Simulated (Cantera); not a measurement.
Source: NASA polynomial tables (part measured, part estimated), evaluated in Cantera. Values are per mole of reaction as written; species without (g) are pure solids or liquids, kept so even where they would boil at 1 bar.

Problem. Between 2548 and 2998 K, where is each reaction favourable under standard conditions?
- 2 PbO(g) = 2 Pb(g) + O₂(g)

Solution. 
- 2 PbO(g) = 2 Pb(g) + O₂(g): ΔG° is 45 kJ at 2548 K and 5 kJ at 2998 K; it stays positive (K < 1). ΔH° is 278 kJ and ΔS° 91 J/K at 2998 K.
